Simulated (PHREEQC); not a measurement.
Consider water at 25 °C with 0.0069 mol HF and 0.43 mol NH4F per kg of water. Closed to the air; pH follows from the charge balance.

The numbers come from PHREEQC with the ion-association model, phreeqc.dat.

The ionic strength comes out as 0.430 mol/kgw. What activity coefficients do H+, HF2-, NH4+, F- get?

H+ 0.77, HF2- 0.73, NH4+ 0.61, F- 0.64.

Precipitation was switched off in this run. Species that the database lacks are ignored.
